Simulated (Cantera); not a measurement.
An isothermal, constant-pressure homogeneous reactor starts with 18.3 % H2, 21.5 % O2, 60.2 % N2, equivalence ratio 0.42, at 1273 K and 28000 Pa.

Detailed kinetics in Cantera: the H2/O2 subset of GRI-Mech 3.0, which has no nitrogen chemistry. The temperature is held fixed by assumption; the heat of reaction is taken as removed at once.

One state of this run: x H2 = 5.87e-6; x O2 = 0.136; x OH = 0.000130; x H2O2 = 9.50e-8; x H2O = 0.201; x H = 2.69e-7. x: mole fraction; the columns are a selection and need not sum to one.

Question: Which value of t (s) does it belong to?
(A) 2.00e-6
(B) 0.00902
(C) 0.000134
(D) 0.000546

Answer: B, 0.00902
